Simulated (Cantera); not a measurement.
## Equilibrium for silicon epitaxy and polysilicon growth: SiCl4 + H2

A closed system holds: 1 mol SiCl4, 12 mol H2, equilibrated at 2.93 Torr.

Equilibrium computed with Cantera from the NASA thermochemical tables; the gas is ideal and each condensed phase is pure. Candidate condensed phases: Si; 19 gas species. The tables' values for SiCl3, SiCl are old estimates; treat these amounts as uncertain. Equilibrium is a limit: real reactors are often held back by kinetics, nucleation or transport.

From 1023 K to 1323 K the condensed part is Si(s). From 1373 K to 1523 K nothing is condensed. The main Si-bearing gas is SiCl4 at 1023 K and SiCl2 at 1523 K.

```
T (K)   x H2   x HCl  x SiCl2   x SiCl4  x SiHCl3  x SiCl3  n Si(s)
-----  -----  ------  -------  --------  --------  -------  -------
1023   0.884  0.0470  0.00444    0.0531   0.00844  0.00334   0.0856
1073   0.867  0.0656  0.00965    0.0447   0.00725  0.00519    0.111
1123   0.848  0.0860   0.0184    0.0341   0.00577  0.00711    0.121
1173   0.829   0.106   0.0306    0.0225   0.00412  0.00836    0.108
1223   0.812   0.121   0.0438    0.0125   0.00259  0.00829   0.0765
1273   0.801   0.130   0.0548   0.00589   0.00145  0.00702   0.0419
1323   0.795   0.134   0.0622   0.00252  0.000754  0.00535   0.0134
1373   0.791   0.137   0.0663   0.00106  0.000386  0.00389        0
1423   0.789   0.139   0.0681  0.000456  0.000201  0.00280        0
1473   0.788   0.140   0.0691  0.000204  0.000108  0.00203        0
1523   0.787   0.141   0.0698   9.55e-5   5.97e-5  0.00149        0
```
x: gas mole fraction; n: condensed amount in mol.
